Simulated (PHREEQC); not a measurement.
A solution holds 1.87 mol MgSO4 per kg of water, at 25 °C. Closed to the air; pH follows from the charge balance.

Model: Pitzer model, pitzer.dat, run in PHREEQC.

No solid was allowed to form.

Task: Predict the activity of water, density.

Result: activity of water 0.958; density 1.198 g/cm³.
